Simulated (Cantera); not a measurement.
A freely propagating, adiabatic, planar premixed flame of 3.25 % C₃H₈, 20.3 % O₂, 76.4 % N₂, unburnt at 425 K and 9.87 atm; mixture-averaged transport, grid criteria slope 0.08 and curve 0.16, no radiation.

Model: GRI-Mech 3.0 (53 species, 325 reactions), integrated in Cantera. GRI-Mech 3.0 was tuned for natural gas; its chemistry of propane as a main component is partial and can be far from experiment. Burning velocities carry a grid error of a few per cent, more on coarse grids.

Problem. Predict: laminar burning velocity; thermal thickness; peak x(C₂H); peak x(HCN); peak x(C₂H₂).

Solution. 
```json
{
 "laminar_burning_velocity": "31.0 cm/s",
 "thermal_thickness": "0.0644 mm",
 "peak x(C₂H)": "3.80e-7",
 "peak x(HCN)": "4.41e-7",
 "peak x(C₂H₂)": "0.000394"
}
```
